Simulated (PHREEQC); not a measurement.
Leach liquor

Make-up at 5 °C: 0.014 mol/kgw HCl, 0.0054 mol/kgw CuSO4, 0.076 mol/kgw MgSO4 and 0.029 mol/kgw CuCl2. Closed to the air; pH follows from the charge balance.

Equilibrium calculation in PHREEQC: ion-association model, phreeqc.dat.

```json
{
 "pH": "2.20",
 "ionic_strength": "0.271 mol/kgw",
 "specific_conductance": "8860 µS/cm",
 "density": "1.014 g/cm³",
 "total_alkalinity": "-14.0 meq/kg"
}
```

| species | molality | activity | log γ |
|---|---|---|---|
| Cl- | 0.0715 | 0.0501 | -0.155 |
| Mg+2 | 0.0523 | 0.0174 | -0.479 |
| SO4-2 | 0.0397 | 0.0107 | -0.568 |
| MgSO4 | 0.0237 | 0.0252 | 0.027 |
| Cu+2 | 0.0219 | 0.00677 | -0.510 |
| CuSO4 | 0.0120 | 0.0128 | 0.027 |
| H+ | 0.00801 | 0.00634 | -0.102 |

No solid was allowed to form. Species that the database lacks are ignored. Away from 25 °C the constants follow the database's enthalpies or fits; those with neither stay at their 25 °C values.
